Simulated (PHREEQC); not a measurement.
Polishing slurry liquid (model solution)

A solution holds 0.034 mol H2SO4, 0.16 mol KNO3 and 0.00023 mol CuSO4 per kg of water, at 30 °C and 300 atm. Closed to the air; pH follows from the charge balance.

Computed with PHREEQC (ion-association model, phreeqc.dat).

```yaml
pH: 1.39
ionic_strength: 0.221 mol/kgw
activity_of_water: 0.993
specific_conductance: 37900 µS/cm
density: 1.021 g/cm³
total_alkalinity: -68.0 meq/kg
```

| species | molality | activity | log γ |
|---|---|---|---|
| NO3- | 0.160 | 0.110 | -0.163 |
| K+ | 0.156 | 0.110 | -0.151 |
| H+ | 0.0512 | 0.0407 | -0.100 |
| HSO4- | 0.0168 | 0.0125 | -0.129 |
| SO4-2 | 0.0134 | 0.00381 | -0.547 |
| KSO4- | 0.00393 | 0.00292 | -0.130 |
| Cu+2 | 0.000193 | 6.19e-5 | -0.495 |
| CuSO4 | 3.67e-5 | 3.86e-5 | 0.022 |

Precipitation was switched off in this run. Complexes and solids missing from the database can't appear. Under pressure, the constants of complexes without a molar volume in the database are unreliable.
